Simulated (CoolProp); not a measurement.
Vapour-liquid equilibrium of CHF3 (R23) (1) + R22 (2) at -104.45 °C; x and y are mole fractions of (1).

Values from CoolProp's multi-fluid Helmholtz-energy mixture model, Penoncello 2003 and Kamei 1995; pair parameters Bell 2016.

```json
[
 {"x": "0.05", "bubble pressure (MPa)": "0.002923", "y at the bubble point": "0.573", "dew pressure at overall composition x (MPa)": "0.001377", "liquid density (mol/L)": "18.46"},
 {"x": "0.125", "bubble pressure (MPa)": "0.005201", "y at the bubble point": "0.777", "dew pressure at overall composition x (MPa)": "0.001490", "liquid density (mol/L)": "18.69"},
 {"x": "0.2", "bubble pressure (MPa)": "0.007294", "y at the bubble point": "0.853", "dew pressure at overall composition x (MPa)": "0.001623", "liquid density (mol/L)": "18.93"},
 {"x": "0.275", "bubble pressure (MPa)": "0.009200", "y at the bubble point": "0.893", "dew pressure at overall composition x (MPa)": "0.001783", "liquid density (mol/L)": "19.17"},
 {"x": "0.35", "bubble pressure (MPa)": "0.01093", "y at the bubble point": "0.917", "dew pressure at overall composition x (MPa)": "0.001977", "liquid density (mol/L)": "19.42"},
 {"x": "0.425", "bubble pressure (MPa)": "0.01250", "y at the bubble point": "0.934", "dew pressure at overall composition x (MPa)": "0.002219", "liquid density (mol/L)": "19.67"},
 {"x": "0.5", "bubble pressure (MPa)": "0.01393", "y at the bubble point": "0.947", "dew pressure at overall composition x (MPa)": "0.002528", "liquid density (mol/L)": "19.93"},
 {"x": "0.575", "bubble pressure (MPa)": "0.01526", "y at the bubble point": "0.957", "dew pressure at overall composition x (MPa)": "0.002937", "liquid density (mol/L)": "20.19"},
 {"x": "0.65", "bubble pressure (MPa)": "0.01652", "y at the bubble point": "0.965", "dew pressure at overall composition x (MPa)": "0.003503", "liquid density (mol/L)": "20.46"},
 {"x": "0.725", "bubble pressure (MPa)": "0.01774", "y at the bubble point": "0.973", "dew pressure at overall composition x (MPa)": "0.004337", "liquid density (mol/L)": "20.74"},
 {"x": "0.8", "bubble pressure (MPa)": "0.01898", "y at the bubble point": "0.980", "dew pressure at overall composition x (MPa)": "0.005688", "liquid density (mol/L)": "21.02"},
 {"x": "0.875", "bubble pressure (MPa)": "0.02026", "y at the bubble point": "0.987", "dew pressure at overall composition x (MPa)": "0.008229", "liquid density (mol/L)": "21.32"},
 {"x": "0.95", "bubble pressure (MPa)": "0.02163", "y at the bubble point": "0.995", "dew pressure at overall composition x (MPa)": "0.01435", "liquid density (mol/L)": "21.62"}
]
```

No azeotrope shows between x = 0.05 and 0.95.

Pair parameters are fitted to limited data, so mixtures are less certain than the pure fluids.
